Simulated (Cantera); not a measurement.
A closed system holds: 1 mol FeS, 1 mol O2, 0.24 mol CO2, at 1350 K and 22.0 mbar.

Equilibrium computed with Cantera from the NASA thermochemical tables; the gas is ideal and each condensed phase is pure. Candidate condensed phases: C, Fe, Fe(CO)5, FeO, FeS, FeSO4, FeS2, Fe2O3, Fe2(SO4)3, Fe3O4, S; 25 gas species. Metal and sulfide melt together well below either melting point, which pure phases cannot show. Mutual solubility and eutectic melting of coexisting phases are not modelled. The tables' stoichiometric FeO is somewhat more stable than real wüstite, so its field is too wide. FeO, FeS: taken at fixed stoichiometry. Kinetics and transport are ignored.

Base state: SO2 0.588, CO2 0.225, S2 0.156, CO 0.0235, S2O 0.00379, SO 0.00365, COS 0.000363, S 1.57e-5 (mole fractions); condensed: FeO(s) + FeS(s).

Task: What changes in the equilibrium state with this change: O2 from 1 to 6.6 mol?

Result: 
| species | before | after |
|---|---|---|
| O2 | <1e-9 | 0.796 |
| SO2 | 0.588 | 0.162 |
| CO2 | 0.225 | 0.0394 |
| S2 | 0.156 | <1e-9 |
| CO | 0.0235 | 1.20e-7 |
| S2O | 0.00379 | <1e-9 |
| COS | 0.000363 | <1e-9 |
| SO | 0.00365 | 2.93e-8 |
| FeO(s), mol | 0.880 | 0 |
| FeS(s), mol | 0.120 | 0 |
| Fe2O3(s), mol | 0 | 0.500 |

Task: What changes in the equilibrium state with this change: temperature from 1350 K to 1450 K?

Result: 
```json
[
 {"species": "SO2", "before": "0.588", "after": "0.515"},
 {"species": "S2", "before": "0.156", "after": "0.233"},
 {"species": "CO2", "before": "0.225", "after": "0.195"},
 {"species": "CO", "before": "0.0235", "after": "0.0444"},
 {"species": "S", "before": "1.57e-5", "after": "7.26e-5"},
 {"species": "SO", "before": "0.00365", "after": "0.00795"},
 {"species": "COS", "before": "0.000363", "after": "0.000489"},
 {"species": "S2O", "before": "0.00379", "after": "0.00468"},
 {"species": "FeO(s), mol", "before": "0.880", "after": "1.00"},
 {"species": "FeS(s), mol", "before": "0.120", "after": "0"}
]
```
FeO: taken at fixed stoichiometry.

Task: What changes in the equilibrium state with this change: CO2 from 0.24 to 0.47 mol?

Result: 
```json
[
 {"species": "SO2", "before": "0.588", "after": "0.470"},
 {"species": "CO2", "before": "0.225", "after": "0.349"},
 {"species": "S2", "before": "0.156", "after": "0.134"},
 {"species": "CO", "before": "0.0235", "after": "0.0393"},
 {"species": "COS", "before": "0.000363", "after": "0.000564"},
 {"species": "S2O", "before": "0.00379", "after": "0.00303"},
 {"species": "SO", "before": "0.00365", "after": "0.00314"},
 {"species": "S", "before": "1.57e-5", "after": "1.45e-5"},
 {"species": "FeO(s), mol", "before": "0.880", "after": "0.904"},
 {"species": "FeS(s), mol", "before": "0.120", "after": "0.0958"}
]
```
